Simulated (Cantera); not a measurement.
Feed: 1 mol SiO₂, 0.12 mol Al₂O₃, 4.1 mol O₂, equilibrated at 0.630 bar.

Cantera equilibrium calculation (NASA polynomials, part measured and part estimated; ideal gas, pure solids and liquids). Candidate condensed phases: Al, Al₂O₃, Al₂SiO₅, Al₆Si₂O₁₃, Si, SiO₂; 14 gas species. Mutual solubility and eutectic melting of coexisting phases are not modelled. The tables hold silica as quartz up to 1696 K and as liquid above; real silica turns to tridymite and cristobalite and melts near 1996 K. Condensed phases not in the tables: alloys, solid solutions and most ternary compounds. The numbers say what is thermodynamically allowed, not how fast it happens.

log p: log10 of the partial pressure in bar; n: condensed amount in mol.

| T (K) | log p O₂ | log p O | log p SiO₂ | log p O₃ | log p SiO | n Al₆Si₂O₁₃(mullite) | n SiO₂(β-quartz) | n SiO₂(condensed) |
|---|---|---|---|---|---|---|---|---|
| 1275 | -0.20 | -7.05 | <-12 | -9.69 | <-12 | 0.0400 | 0.920 | 0 |
| 1350 | -0.20 | -6.48 | <-12 | -9.36 | <-12 | 0.0400 | 0.920 | 0 |
| 1425 | -0.20 | [?] | <-12 | [?] | <-12 | 0.0400 | 0.920 | 0 |
| 1500 | -0.20 | -5.49 | -11.67 | -8.81 | <-12 | 0.0400 | 0.920 | 0 |
| 1575 | -0.20 | [?] | -10.69 | [?] | <-12 | 0.0400 | 0.920 | 0 |
| 1650 | -0.20 | -4.69 | -9.80 | -8.35 | -11.89 | 0.0400 | 0.920 | 0 |
| 1725 | -0.20 | -4.34 | -8.99 | -8.15 | -10.81 | 0.0400 | 0 | 0.920 |
| 1800 | -0.20 | -4.02 | -8.26 | -7.96 | -9.83 | 0.0400 | 0 | 0.920 |
| 1875 | -0.20 | -3.72 | -7.59 | -7.79 | -8.93 | 0.0400 | 0 | 0.920 |
| 1950 | -0.20 | -3.45 | -6.98 | -7.64 | -8.10 | 0.0400 | 0 | 0.920 |

Task: Some entries are withheld; supply them.

Result: 
- 1425, log p O: -5.96
- 1425, log p O₃: -9.07
- 1575, log p O: -5.07
- 1575, log p O₃: -8.57
